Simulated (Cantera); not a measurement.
Cantera run:

```python
import numpy as np
import cantera as ct

gas_names = """
    H HNO HNO2 HNO3 HO2 H2 H2O H2O2 N NH NH2 NH3 NH2OH NO NO2 NO3 N2 N2H2 N2H4 N2O O OH O2 O3 Si SiH
    SiH2 SiH3 SiH4 SiN SiO SiO2 Si2 Si2N Si3
""".split()
cond_names = """
    H2O(s) H2O(L) Si(cr) Si(L) SiO2(Lqz) SiO2(hqz) SiO2(L) Si2N2O(s) Si3N4(a)
""".split()


# ... load() reads the species with a 1 bar reference pressure and builds the phases ...
atoms = {
    'Si3N4': {'Si': 3, 'N': 4},
    'H2': {'H': 2},
    'O2': {'O': 2},
}
top_T = {'Si2N2O(s)': 2100, 'Si3N4(a)': 2400}  # K; cautious upper limits of use, not melting points


# ... equilibrate(T, P, feed) seeds the gas with the atoms and calls Mixture.equilibrate('TP', solver="vcs", rtol=1e-11, max_steps=5000) ...
results = []
feed = {'Si3N4': 1, 'H2': 54, 'O2': 0.97}  # mol
P = 12  # Pa
for T in [948, 1048, 1148, 1248, 1348, 1448, 1548, 1648, 1748]:
    mix = equilibrate(T, P, feed)
    results.append((T, P, feed, dict(zip(mix.species_names, mix.species_moles))))

top = {s: max(r[3][s] / sum(r[3][g] for g in gas_names) for r in results) for s in gas_names}
cols = sorted((s for s in top if top[s] > 1e-05), key=lambda s: -top[s])[:6]
seen = [c for c in cond_names if any(r[3].get(c, 0) > 1e-12 for r in results)]
print("log10 of partial pressures in bar; condensed amounts in mol")
print(f"{'T/K':>10s}" + "".join(f"{s[:9]:>10s}" for s in cols + seen))
for T, P, feed, n in results:
    ng = sum(n[g] for g in gas_names)
    print(f"{T:10.4g}" + "".join(f"{np.log10(max(n[s] / ng * P / 1e5, 1e-99)):10.3f}" for s in cols)
          + "".join(f"{n.get(c, 0):10.4g}" for c in seen))
```

Result:

```
log10 of partial pressures in bar; condensed amounts in mol
       T/K        H2        N2       SiO         H        Si       SiH    Si(cr)     Si(L) SiO2(hqz) Si2N2O(s)
       948    -3.926    -5.848   -13.983   -11.243   -24.443   -24.345         0         0    0.2933     1.353
      1048    -3.926    -5.848   -11.301   -10.075   -20.376   -20.680         0         0    0.2933     1.353
      1148    -3.926    -5.848    -9.094    -9.108   -17.024   -17.660         0         0    0.2931     1.353
      1248    -3.926    -5.842    -7.248    -8.294   -14.218   -15.134         0         0    0.2846     1.345
      1348    -3.935    -5.696    -5.728    -7.603   -11.927   -13.086         0         0  0.003332     1.064
      1448    -3.936    -5.694    -5.723    -7.003    -8.534    -9.899         0         0         0     1.059
      1548    -3.953    -5.383    -5.397    -6.488    -7.498    -9.051     1.044         0         0         0
      1648    -3.956    -5.385    -5.399    -6.028    -6.589    -8.302      0.93         0         0         0
      1748    -3.966    -5.393    -5.406    -5.624    -5.837    -7.696         0    0.3168         0         0
```

Method: chemical equilibrium by Gibbs-energy minimisation in Cantera with the NASA 1993 tables (ideal gas, pure condensed phases). Mutual solubility and eutectic melting of coexisting phases are not modelled. The tables' values for SiN are old estimates; treat these amounts as uncertain. The tables hold silica as quartz up to 1696 K and as liquid above; real silica turns to tridymite and cristobalite and melts near 1996 K. Gases not in the tables: Si2H6 and higher silanes.
